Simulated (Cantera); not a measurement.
Equilibrium for fluorocarbon and chlorocarbon gases: CH3Cl

A closed system holds: 1 mol CH3Cl, held at 38.0 mbar.

Method: chemical equilibrium by Gibbs-energy minimisation in Cantera with the NASA 1993 tables (ideal gas, pure condensed phases). Candidate condensed phases: C, C6H6, C7H8, C8H18; 91 gas species. Kinetics and transport are ignored.

From 2425 K to 2925 K the condensed part is C(graphite). The main C-bearing gas is C2H2 (acetylene) throughout. The share of C in condensed phases is highest at 2425 K (98.4 %) and lowest at 2925 K (87.5 %).

```json
[
 {"T (K)": "2425", "x H2": "0.460", "x HCl": "0.432", "x H": "0.0623", "x Cl": "0.0416", "x C2H2 (acetylene)": "0.00359", "n C(graphite)": "0.984"},
 {"T (K)": "2475", "x H2": "0.450", "x HCl": "0.417", "x H": "0.0774", "x Cl": "0.0508", "x C2H2 (acetylene)": "0.00438", "n C(graphite)": "0.981"},
 {"T (K)": "2525", "x H2": "0.439", "x HCl": "0.400", "x H": "0.0952", "x Cl": "0.0612", "x C2H2 (acetylene)": "0.00526", "n C(graphite)": "0.976"},
 {"T (K)": "2575", "x H2": "0.425", "x HCl": "0.380", "x H": "0.116", "x Cl": "0.0727", "x C2H2 (acetylene)": "0.00625", "n C(graphite)": "0.971"},
 {"T (K)": "2625", "x H2": "0.409", "x HCl": "0.358", "x H": "0.139", "x Cl": "0.0853", "x C2H2 (acetylene)": "0.00731", "n C(graphite)": "0.964"},
 {"T (K)": "2675", "x H2": "0.391", "x HCl": "0.335", "x H": "0.166", "x Cl": "0.0988", "x C2H2 (acetylene)": "0.00843", "n C(graphite)": "0.957"},
 {"T (K)": "2725", "x H2": "0.372", "x HCl": "0.310", "x H": "0.195", "x Cl": "0.113", "x C2H2 (acetylene)": "0.00958", "n C(graphite)": "0.948"},
 {"T (K)": "2775", "x H2": "0.350", "x HCl": "0.283", "x H": "0.227", "x Cl": "0.127", "x C2H2 (acetylene)": "0.0107", "n C(graphite)": "0.936"},
 {"T (K)": "2825", "x H2": "0.326", "x HCl": "0.256", "x H": "0.261", "x Cl": "0.142", "x C2H2 (acetylene)": "0.0118", "n C(graphite)": "0.922"},
 {"T (K)": "2875", "x H2": "0.300", "x HCl": "0.229", "x H": "0.297", "x Cl": "0.156", "x C2H2 (acetylene)": "0.0128", "n C(graphite)": "0.902"},
 {"T (K)": "2925", "x H2": "0.273", "x HCl": "0.202", "x H": "0.334", "x Cl": "0.169", "x C2H2 (acetylene)": "0.0136", "n C(graphite)": "0.875"}
]
```
x: gas mole fraction; n: condensed amount in mol.
